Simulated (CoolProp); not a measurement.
Vapour-liquid equilibrium of R22 (1) + R152A (2) at 11.7 bar; x and y are mole fractions of (1).

Computed with CoolProp (multi-fluid Helmholtz-energy mixture model, Kamei 1995 and Outcalt 1996; pair parameters Bell 2016).

```tsv
x	bubble temperature, mixture model (K)	bubble temperature, Raoult's law (K)	y, mixture model	y, Raoult's law
0.05	[?]	321.6	[?]	0.080
0.15	[?]	319.2	0.195	0.227
0.25	318.2	316.8	[?]	0.358
0.35	316.3	314.6	0.433	0.475
0.45	314.2	312.5	[?]	0.580
0.55	312.2	310.5	0.646	0.675
0.65	310.0	308.5	0.741	0.760
0.75	307.9	306.7	0.827	0.837
0.85	305.7	304.9	0.903	0.907
0.95	303.5	303.3	0.970	0.970
```

Problem. Some entries are withheld; supply them.

Solution. 
- 0.05, bubble temperature, mixture model (K): 322.0
- 0.05, y, mixture model: 0.066
- 0.15, bubble temperature, mixture model (K): 320.1
- 0.25, y, mixture model: 0.317
- 0.45, y, mixture model: 0.543

The largest gap from Raoult's law is +1.7 K in bubble temperature, at x = 0.45. No azeotrope shows between x = 0.05 and 0.95.

The pair parameters rest on a limited set of measurements; away from them the model extrapolates.
